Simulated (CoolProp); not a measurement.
Properties of R143a along the isobar 0.101 MPa (Tc = 345.9 K, pc = 3.762 MPa, ω = 0.261).

Values from CoolProp's reference Helmholtz-energy equation of state, Lemmon and Jacobsen 2000.

| T (K) | phase | density (kg/m³) | Prandtl number |
|---|---|---|---|
| 187.5 | liquid | 1267 | 3.39 |
| 217 | liquid | 1190 | 2.92 |
| 246.4 | gas | 4.292 | 0.759 |
| 275.9 | gas | 3.785 | 0.724 |
| 305.3 | gas | 3.397 | 0.702 |
| 334.8 | gas | 3.084 | 0.685 |
| 364.3 | gas | 2.826 | 0.669 |
| 393.7 | gas | 2.610 | 0.654 |
| 423.2 | gas | 2.424 | 0.640 |

Viscosity comes from a separate model (Klein 1997), an estimate that may be off by 10 % or more. Thermal conductivity comes from a separate model (McLinden 2000), an estimate that may be off by 10 % or more.
